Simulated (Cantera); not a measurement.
Mixture: CH₄ : H₂ : O₂ : N₂ = 1 : 0.043 : 1.35 : 5.07 (molar parts), equivalence ratio 1.5, at 0.330 bar, adiabatic and at constant volume. Ignition delay is the time to a rise of 400 K.

Model: GRI-Mech 3.0 (53 species, 325 reactions), integrated in Cantera. Below about 1000 K GRI-Mech 3.0 lacks low-temperature oxidation paths. Below about 950 K walls govern HO2 and H2O2 in real vessels.

Problem. Predict: delay at 923 K; delay at 973 K; delay at 1023 K; delay at 1073 K; delay at 1123 K; delay at 1173 K; apparent activation energy between 1073 and 1173 K.

Solution. 
```json
{
  "delay at 923 K": "4.20 s",
  "delay at 973 K": "2.13 s",
  "delay at 1023 K": "1.03 s",
  "delay at 1073 K": "0.491 s",
  "delay at 1123 K": "0.235 s",
  "delay at 1173 K": "0.115 s",
  "apparent activation energy between 1073 and 1173 K": "150 kJ/mol"
}
```
